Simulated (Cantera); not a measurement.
A Cantera script and what it prints.

```python
import numpy as np
import cantera as ct

gas_names = """
    C CH CH2 CH3 CH2OH CH3O CH4 CH3OH CN CO CO2 COOH C2 C2H CHCO,ketyl C2H2,acetylene C2H2,vinylidene
    CH2CO,ketene C2H3,vinyl CH3CN CH3CO,acetyl C2H4 C2H4O,ethylen CH3CHO,ethanal CH3COOH (HCOOH)2 C2H5
    C2H6 CH3OCH3 C2H5OH CCN CNC C2N2 C2O C3 C3H3,propargyl C3H4,allene C3H4,propyne C3H4,cyclo-
    C3H5,allyl C3H6,propylene C3H6,cyclo- C3H6O C3H7,n-propyl C3H7,i-propyl C3H8 C3H8O,1propanol
    C3H8O,2propanol C3O2 C4 C4H2 C4H4,1,3-cyclo- C4H6,butadiene C4H6,2-butyne C4H6,cyclo- C4H8,1-butene
    C4H8,cis2-buten C4H8,tr2-butene C4H8,isobutene C4H8,cyclo- (CH3COOH)2 C4H9,n-butyl C4H9,i-butyl
    C4H9,s-butyl C4H9,t-butyl C4H10,isobutane C4H10,n-butane C4N2 C5 C5H6,1,3cyclo- C5H8,cyclo-
    C5H10,1-pentene C5H10,cyclo- C5H11,pentyl C5H11,t-pentyl C5H12,n-pentane C5H12,i-pentane
    CH3C(CH3)2CH3 C6H2 C6H5,phenyl C6H5O,phenoxy C6H6 C6H5OH,phenol C6H10,cyclo- C6H12,1-hexene
    C6H12,cyclo- C6H13,n-hexyl C7H7,benzyl C7H8 C7H8O,cresol C7H14,1-heptene C7H15,n-heptyl
    C7H16,n-heptane C8H8,styrene C8H10,ethylbenz C8H16,1-octene C8H17,n-octyl C8H18,isooctane
    C8H18,n-octane C9H19,n-nonyl C10H8,naphthale C10H21,n-decyl C12H9,o-bipheny C12H10,bipheny H HCN HCO
    HCCN HNC HNCO HNO HNO2 HNO3 HO2 H2 HCHO,formaldehy HCOOH H2O H2O2 N NCO NH NH2 NH3 NH2OH NO NO2 NO3
    N2 N2H2 N2H4 N2O O OH O2 O3 Pb PbO Pb2
""".split()
cond_names = """
    C(gr) C6H6(L) C7H8(L) C8H18(L),n-octa H2O(s) H2O(L) Pb(cr) Pb(L) PbO(rd) PbO(yw) PbO(L) PbO2(s)
    Pb3O4(s)
""".split()


def load(file, names, dense=False):
    # The tables refer to 1 bar. Condensed volumes are neglected.
    table = {s.name: s for s in ct.Species.list_from_file(file)}
    out = []
    for n in names:
        d = dict(table[n].input_data)
        d["thermo"] = dict(d["thermo"], **{"reference-pressure": 1e5})
        if dense:
            d["equation-of-state"] = {"model": "constant-volume", "density": "1e6 g/cm^3"}
        out.append(ct.Species.from_dict(d))
    return out


gas = ct.Solution(thermo="ideal-gas", species=load("nasa_gas.yaml", gas_names))
cond = {s.name: ct.Solution(thermo="fixed-stoichiometry", species=[s], name=s.name)
        for s in load("nasa_condensed.yaml", cond_names, dense=True)}
atoms = {
    'PbO': {'Pb': 1, 'O': 1},
    'CH4': {'C': 1, 'H': 4},
    'N2': {'N': 2},
}
top_T = {'C(gr)': 4500, 'Pb3O4(s)': 820}  # K; cautious upper limits of use, not melting points


def equilibrate(T, P, feed):
    n = {}
    for name, mol in feed.items():
        for a, k in atoms[name].items():
            n[a] = n.get(a, 0.0) + k * mol
    gas.TPX = T, P, n
    mass = sum(n.values()) * gas.mean_molecular_weight
    gas.equilibrate("TP")
    valid = [c for c in cond.values() if c.min_temp <= T <= top_T.get(c.name, c.max_temp)]
    mix = ct.Mixture([(gas, mass / gas.mean_molecular_weight)] + [(c, 0.0) for c in valid])
    mix.T, mix.P = T, P
    mix.equilibrate("TP", solver="vcs", rtol=1e-11, max_steps=5000)
    return mix


results = []
T = 873.15  # K
P = 1200  # Pa
for m in [0.28, 0.37, 0.5, 0.66, 0.89, 1.2, 1.6, 2.1, 2.8]:
    feed = {'PbO': 1, 'CH4': 0.94, 'N2': m}  # mol
    mix = equilibrate(T, P, feed)
    results.append((T, P, feed, dict(zip(mix.species_names, mix.species_moles))))
    x = sorted(zip(gas.X, gas.species_names), reverse=True)
    print(f"T = {T:g} K  P = {P:g} Pa  n(N2) = {m:g} mol  gas = {mix.phase_moles(0):.4g} mol")
    print("   x: " + "  ".join(f"{s} {v:.3e}" for v, s in x if v > 0.0001))
    print("   condensed (mol): " + ("  ".join(f"{mix.phase(i).name} {mix.phase_moles(i):.4g}"
          for i in range(1, mix.n_phases) if mix.phase_moles(i) > 1e-12) or "none"))
```

Result:

```
T = 873.15 K  P = 1200 Pa  n(N2) = 0.28 mol  gas = 3.089 mol
   x: H2 5.957e-01  CO 2.905e-01  N2 9.065e-02  CO2 1.201e-02  H2O 9.236e-03  CH4 1.819e-03
   condensed (mol): Pb(L) 0.9998
T = 873.15 K  P = 1200 Pa  n(N2) = 0.37 mol  gas = 3.179 mol
   x: H2 5.790e-01  CO 2.824e-01  N2 1.164e-01  CO2 1.162e-02  H2O 8.934e-03  CH4 1.678e-03
   condensed (mol): Pb(L) 0.9998
T = 873.15 K  P = 1200 Pa  n(N2) = 0.5 mol  gas = 3.31 mol
   x: H2 5.564e-01  CO 2.714e-01  N2 1.510e-01  CO2 1.109e-02  H2O 8.531e-03  CH4 1.499e-03
   condensed (mol): Pb(L) 0.9998
T = 873.15 K  P = 1200 Pa  n(N2) = 0.66 mol  gas = 3.471 mol
   x: H2 5.309e-01  CO 2.590e-01  N2 1.901e-01  CO2 1.051e-02  H2O 8.084e-03  CH4 1.311e-03
   condensed (mol): Pb(L) 0.9998
T = 873.15 K  P = 1200 Pa  n(N2) = 0.89 mol  gas = 3.702 mol
   x: H2 4.981e-01  CO 2.430e-01  N2 2.404e-01  CO2 9.781e-03  H2O 7.519e-03  CH4 1.093e-03
   condensed (mol): Pb(L) 0.9998
T = 873.15 K  P = 1200 Pa  n(N2) = 1.2 mol  gas = 4.013 mol
   x: H2 4.598e-01  N2 2.990e-01  CO 2.244e-01  CO2 8.944e-03  H2O 6.874e-03  CH4 8.681e-04
   condensed (mol): Pb(L) 0.9998
T = 873.15 K  P = 1200 Pa  n(N2) = 1.6 mol  gas = 4.414 mol
   x: H2 4.184e-01  N2 3.624e-01  CO 2.042e-01  CO2 8.060e-03  H2O 6.193e-03  CH4 6.604e-04
   condensed (mol): Pb(L) 0.9998
T = 873.15 K  P = 1200 Pa  n(N2) = 2.1 mol  gas = 4.915 mol
   x: N2 4.272e-01  H2 3.760e-01  CO 1.836e-01  CO2 7.177e-03  H2O 5.513e-03  CH4 4.840e-04
   condensed (mol): Pb(L) 0.9997
T = 873.15 K  P = 1200 Pa  n(N2) = 2.8 mol  gas = 5.617 mol
   x: N2 4.985e-01  H2 3.293e-01  CO 1.608e-01  CO2 6.228e-03  H2O 4.783e-03  CH4 3.283e-04
   condensed (mol): Pb(L) 0.9997
```

Method: chemical equilibrium by Gibbs-energy minimisation in Cantera with the NASA 1993 tables (ideal gas, pure condensed phases).
